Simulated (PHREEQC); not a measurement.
A column of 0.1 m (40 cells, dispersivity 0.008 m, 300 s a shift, diffusion coefficient 3e-10 m²/s) holds 0.13 eq of the database's cation exchanger X per kg of pore water, first in equilibrium with 10 mmol/kgw CdCl2, 2.6 mmol/kgw ZnCl2 and 0.01 mmol/kgw HCl. It is flushed with 5.4 mmol/kgw MgCl2, 73 mmol/kgw KBr and 0.01 mmol/kgw HCl, at 15 °C. Values are for the last cell. The system is closed to CO2. Nothing may precipitate in this run.

Base run: PHREEQC, ion-association model, phreeqc.dat. Each further column changes one thing. The table gives K in solution (mol/kgw).

```tsv
pore volumes	base	exchange capacity from 0.13 to 0.065 eq/kgw	dispersivity from 0.008 to 0.016 m
0	0	0	0
0.8125	5.02e-6	0.000474	0.000208
1.812	0.0116	0.0443	0.0188
2.612	0.0458	0.0659	0.0456
3.413	0.0620	0.0711	0.0600
4.213	0.0682	0.0725	0.0665
5.213	0.0712	0.0729	0.0700
6.013	0.0722	0.0730	0.0713
```
